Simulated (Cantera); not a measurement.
# Low-pressure radical oxidation in H2/O2

An isothermal, constant-pressure homogeneous reactor starts with 23.1 % H2, 76.9 % O2, at 1400 K and 0.0316 atm.

Cantera simulation using GRI-Mech 3.0 (53 species, 325 reactions); the numbers are that mechanism's predictions, not measurements. Radical loss at walls, strong at low pressure, is not modelled. The temperature is held fixed by assumption; the heat of reaction is taken as removed at once.

| t (s) | x H2 | x O2 | x H | x OH | x HO2 |
|---|---|---|---|---|---|
| 0.000100 | 0.231 | 0.769 | 6.92e-5 | 3.45e-5 | 1.14e-6 |
| 0.000231 | 0.0570 | 0.664 | 0.0675 | 0.0247 | 1.26e-5 |
| 0.000534 | 0.0125 | 0.635 | 0.0645 | 0.0190 | 1.40e-5 |
| 0.00123 | 0.0108 | 0.654 | 0.0487 | 0.0179 | 1.47e-5 |
| 0.00285 | 0.00736 | 0.685 | 0.0246 | 0.0151 | 1.52e-5 |
| 0.00658 | 0.00292 | 0.718 | 0.00561 | 0.00969 | 1.28e-5 |
| 0.0152 | 0.000646 | 0.734 | 0.000564 | 0.00459 | 6.30e-6 |
| 0.0351 | 0.000124 | 0.738 | 4.73e-5 | 0.00202 | 1.93e-6 |
| 0.0811 | 2.82e-5 | 0.739 | 5.17e-6 | 0.000969 | 5.68e-7 |
| 0.187 | 7.87e-6 | 0.739 | 7.70e-7 | 0.000514 | 2.18e-7 |
| 0.433 | 2.63e-6 | 0.739 | 1.50e-7 | 0.000298 | 1.41e-7 |
| 1.00 | 1.14e-6 | 0.739 | 4.28e-8 | 0.000196 | 1.45e-7 |
x: mole fraction; the columns are a selection and need not sum to one.

Equilibrium at this temperature and pressure: H2 7.71e-7, O2 0.739, H 2.40e-8, OH 0.000161, HO2 1.59e-7 (gas phase only).
